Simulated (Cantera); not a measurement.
Cantera run:

```python
import numpy as np
import cantera as ct

gas_names = """
    H HNO HNO2 HNO3 HO2 H2 H2O H2O2 N NH NH2 NH3 NH2OH NO NO2 NO3 N2 N2H2 N2H4 N2O O OH O2 O3 Si SiH
    SiH2 SiH3 SiH4 SiN SiO SiO2 Si2 Si2N Si3
""".split()
cond_names = """
    H2O(s) H2O(L) Si(cr) Si(L) SiO2(Lqz) SiO2(hqz) SiO2(L) Si2N2O(s) Si3N4(a)
""".split()


# ... load() reads the species with a 1 bar reference pressure and builds the phases ...
atoms = {
    'Si3N4': {'Si': 3, 'N': 4},
    'H2O': {'H': 2, 'O': 1},
    'N2': {'N': 2},
}
top_T = {'Si2N2O(s)': 2100, 'Si3N4(a)': 2400}  # K; cautious upper limits of use, not melting points


# ... equilibrate(T, P, feed) seeds the gas with the atoms and calls Mixture.equilibrate('TP', solver="vcs", rtol=1e-11, max_steps=5000) ...
results = []
feed = {'Si3N4': 1, 'H2O': 0.12, 'N2': 3.4}  # mol
T = 1523.15  # K
P = 770000  # Pa
mix = equilibrate(T, P, feed)
results.append((T, P, feed, dict(zip(mix.species_names, mix.species_moles))))
print(gas.report(threshold=1e-06))
for i in range(1, mix.n_phases):
    print(f"{mix.phase(i).name:16s} {mix.phase_moles(i):12.5e} mol")
```

Result:

```
       temperature   1523.2 K
          pressure   7.7e+05 Pa
           density   1.65 kg/m^3
  mean mol. weight   27.138 kg/kmol
   phase of matter   gas

                          1 kg             1 kmol
                     ---------------   ---------------
          enthalpy         1.441e+06        3.9104e+07  J
   internal energy        9.7429e+05         2.644e+07  J
           entropy            8273.3        2.2452e+05  J/K
    Gibbs function       -1.1161e+07       -3.0287e+08  J
 heat capacity c_p            1280.9             34760  J/K
 heat capacity c_v            974.49             26445  J/K

                      mass frac. Y      mole frac. X     chem. pot. / RT
                     ---------------   ---------------   ---------------
                 H        5.6895e-08        1.5317e-06           -9.9982
                H2         0.0025037          0.033703           -19.996
               NH3        1.6994e-06        2.7078e-06           -42.021
                N2           0.99749           0.96629           -24.052
     [  +31 minor]        1.5513e-08        1.7283e-08

Si(cr)            0.00000e+00 mol
SiO2(hqz)         0.00000e+00 mol
Si2N2O(s)         1.20000e-01 mol
Si3N4(a)          9.20000e-01 mol
```

Cantera equilibrium calculation (NASA polynomials, part measured and part estimated; ideal gas, pure solids and liquids). Mutual solubility and eutectic melting of coexisting phases are not modelled.
